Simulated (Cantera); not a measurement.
# Stirred combustor or abatement burner

A perfectly stirred reactor is fed with CH4 : O2 : N2 : H2O = 1 : 2.38 : 8.95 : 0.4 (molar parts), equivalence ratio 0.84, at 420000 Pa; it is adiabatic with a 625 K inlet, and is followed from long to short residence time, starting on the burning branch (τ in s: 0.059, 0.029, 0.014, 0.0069, 0.0034, 0.0017, 0.00082, 0.0004, 0.0002, 9.6e-05, 4.7e-05).

Computed with Cantera and GRI-Mech 3.0 (53 species, 325 reactions).

```csv
τ (s),T (K),x CH4,x O2,x H2O,x C2H,x C2H2
0.059,2231,1.63e-6,0.0292,0.186,<1e-12,8.77e-11
0.029,2231,3.21e-6,0.0296,0.185,1.45e-12,3.28e-10
0.014,2229,6.30e-6,0.0299,0.185,5.44e-12,1.19e-9
0.0069,2225,1.18e-5,0.0302,0.185,1.81e-11,3.75e-9
0.0034,2216,2.12e-5,0.0307,0.184,5.31e-11,1.02e-8
0.0017,2203,3.63e-5,0.0313,0.183,1.33e-10,2.34e-8
0.00082,2181,6.21e-5,0.0323,0.182,3.08e-10,4.89e-8
0.00040,2151,0.000105,0.0337,0.180,6.44e-10,9.36e-8
0.00020,2112,0.000177,0.0357,0.178,1.26e-9,1.74e-7
9.6e-5,2058,0.000324,0.0386,0.175,2.57e-9,3.60e-7
4.7e-5,1989,0.000648,0.0431,0.171,5.63e-9,8.95e-7
```
x: mole fraction; the columns are a selection and need not sum to one.
